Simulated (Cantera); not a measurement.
A Cantera script and what it prints.

```python
import numpy as np
import cantera as ct

gas_names = """
    AL ALC ALH ALO ALOH ALO2 ALO2H AL2 AL2O AL2O2 C CH CH2 CH3 CH2OH CH3O CH4 CH3OH CO CO2 COOH C2 C2H
    CHCO,ketyl C2H2,acetylene C2H2,vinylidene CH2CO,ketene C2H3,vinyl CH3CO,acetyl C2H4 C2H4O,ethylen
    CH3CHO,ethanal CH3COOH (HCOOH)2 C2H5 C2H6 CH3OCH3 C2H5OH C2O C3 C3H3,propargyl C3H4,allene
    C3H4,propyne C3H4,cyclo- C3H5,allyl C3H6,propylene C3H6,cyclo- C3H6O C3H7,n-propyl C3H7,i-propyl
    C3H8 C3H8O,1propanol C3H8O,2propanol C3O2 C4 C4H2 C4H4,1,3-cyclo- C4H6,butadiene C4H6,2-butyne
    C4H6,cyclo- C4H8,1-butene C4H8,cis2-buten C4H8,tr2-butene C4H8,isobutene C4H8,cyclo- (CH3COOH)2
    C4H9,n-butyl C4H9,i-butyl C4H9,s-butyl C4H9,t-butyl C4H10,isobutane C4H10,n-butane C5 C5H6,1,3cyclo-
    C5H8,cyclo- C5H10,1-pentene C5H10,cyclo- C5H11,pentyl C5H11,t-pentyl C5H12,n-pentane C5H12,i-pentane
    CH3C(CH3)2CH3 C6H2 C6H5,phenyl C6H5O,phenoxy C6H6 C6H5OH,phenol C6H10,cyclo- C6H12,1-hexene
    C6H12,cyclo- C6H13,n-hexyl C7H7,benzyl C7H8 C7H8O,cresol C7H14,1-heptene C7H15,n-heptyl
    C7H16,n-heptane C8H8,styrene C8H10,ethylbenz C8H16,1-octene C8H17,n-octyl C8H18,isooctane
    C8H18,n-octane C9H19,n-nonyl C10H8,naphthale C10H21,n-decyl C12H9,o-bipheny C12H10,bipheny H HALO
    HCO HO2 H2 HCHO,formaldehy HCOOH H2O H2O2 O OH O2 O3
""".split()
cond_names = """
    AL(cr) AL(L) AL2O3(a) AL2O3(L) C(gr) C6H6(L) C7H8(L) C8H18(L),n-octa H2O(s) H2O(L)
""".split()


def load(file, names, dense=False):
    # The tables refer to 1 bar. Condensed volumes are neglected.
    table = {s.name: s for s in ct.Species.list_from_file(file)}
    out = []
    for n in names:
        d = dict(table[n].input_data)
        d["thermo"] = dict(d["thermo"], **{"reference-pressure": 1e5})
        if dense:
            d["equation-of-state"] = {"model": "constant-volume", "density": "1e6 g/cm^3"}
        out.append(ct.Species.from_dict(d))
    return out


gas = ct.Solution(thermo="ideal-gas", species=load("nasa_gas.yaml", gas_names))
cond = {s.name: ct.Solution(thermo="fixed-stoichiometry", species=[s], name=s.name)
        for s in load("nasa_condensed.yaml", cond_names, dense=True)}
atoms = {
    'Al(CH3)3': {'AL': 1, 'C': 3, 'H': 9},
    'H2O': {'H': 2, 'O': 1},
    'H2': {'H': 2},
}
top_T = {'C(gr)': 4500}  # K; cautious upper limits of use, not melting points


def equilibrate(T, P, feed):
    n = {}
    for name, mol in feed.items():
        for a, k in atoms[name].items():
            n[a] = n.get(a, 0.0) + k * mol
    gas.TPX = T, P, n
    mass = sum(n.values()) * gas.mean_molecular_weight
    gas.equilibrate("TP")
    valid = [c for c in cond.values() if c.min_temp <= T <= top_T.get(c.name, c.max_temp)]
    mix = ct.Mixture([(gas, mass / gas.mean_molecular_weight)] + [(c, 0.0) for c in valid])
    mix.T, mix.P = T, P
    mix.equilibrate("TP", solver="vcs", rtol=1e-11, max_steps=5000)
    return mix


results = []
feed = {'Al(CH3)3': 1, 'H2O': 50, 'H2': 7}  # mol
T = 1873  # K
P = 133.322  # Pa
mix = equilibrate(T, P, feed)
results.append((T, P, feed, dict(zip(mix.species_names, mix.species_moles))))
print(gas.report(threshold=1e-05))
for i in range(1, mix.n_phases):
    print(f"{mix.phase(i).name:16s} {mix.phase_moles(i):12.5e} mol")
```

Output:

```
       temperature   1873 K
          pressure   133.32 Pa
           density   0.00012354 kg/m^3
  mean mol. weight   14.431 kg/kmol
   phase of matter   gas

                          1 kg             1 kmol
                     ---------------   ---------------
          enthalpy       -7.7281e+06       -1.1152e+08  J
   internal energy       -8.8072e+06        -1.271e+08  J
           entropy             21034        3.0353e+05  J/K
    Gibbs function       -4.7124e+07       -6.8004e+08  J
 heat capacity c_p            3169.2             45734  J/K
 heat capacity c_v              2593             37420  J/K

                      mass frac. Y      mole frac. X     chem. pot. / RT
                     ---------------   ---------------   ---------------
                CO          0.054894          0.028281           -44.764
               CO2          0.054811          0.017973           -67.247
                 H        0.00063103         0.0090341           -13.618
                H2          0.036492           0.26122           -27.236
               H2O           0.85084           0.68156           -49.719
                 O         5.312e-05        4.7913e-05           -22.483
                OH         0.0021565         0.0018299           -36.101
                O2        0.00012146        5.4778e-05           -44.965
     [ +113 minor]        4.0294e-06         9.892e-07

AL(L)             0.00000e+00 mol
AL2O3(a)          4.99968e-01 mol
C(gr)             0.00000e+00 mol
```

Cantera equilibrium calculation (NASA polynomials, part measured and part estimated; ideal gas, pure solids and liquids). The feed counts by its element totals alone.
